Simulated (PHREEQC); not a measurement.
Make-up at 20 °C: 0.011 mol/kgw HCl, 8.5e-05 mol/kgw ZnSO4, 0.0065 mol/kgw MgCl2 and 0.0025 mol/kgw Ca(OH)2. Closed to the air; pH follows from the charge balance.

Model: ion-association model, wateq4f.dat, run in PHREEQC.

Question: The ionic strength comes out as 0.0332 mol/kgw. What activity coefficients do SO4-2, Zn+2, HSO4-, ZnCl+, H+ get?

Answer: SO4-2 0.52, Zn+2 0.54, HSO4- 0.85, ZnCl+ 0.84, H+ 0.87.

Precipitation was switched off in this run.
